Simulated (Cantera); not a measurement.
Charge: 1 mol toluene, 1.8 mol H₂, at 0.240 bar.

Cantera equilibrium calculation (NASA polynomials, part measured and part estimated; ideal gas, pure solids and liquids). Candidate condensed phases: C, C₆H₆, C₇H₈, C₈H₁₈; 76 gas species. Rates play no part.

x: gas mole fraction; n: condensed amount in mol.

```tsv
T (K)	x H₂	x H	x CH₄	x C₂H₂ (acetylene)	n C(graphite)
1048	0.986	1.57e-8	0.0136	3.88e-9	6.92
1198	0.996	3.87e-7	0.00382	9.85e-8	6.98
1348	0.999	…	…	…	6.99
1498	0.999	3.51e-5	0.000622	8.81e-6	7.00
1648	0.999	0.000182	0.000321	4.47e-5	7.00
1798	0.999	0.000718	0.000186	0.000172	7.00
1948	0.997	…	…	…	6.99
2098	0.992	0.00626	7.83e-5	0.00142	6.98
2248	0.982	0.0149	5.50e-5	0.00325	6.96
2398	0.962	0.0315	3.96e-5	0.00664	6.92
```

Complete the blanks.


- 1348, x H: 4.72e-6
- 1348, x CH₄: 0.00140
- 1348, x C₂H₂ (acetylene): 1.20e-6
- 1948, x H: 0.00230
- 1948, x CH₄: 0.000117
- 1948, x C₂H₂ (acetylene): 0.000537
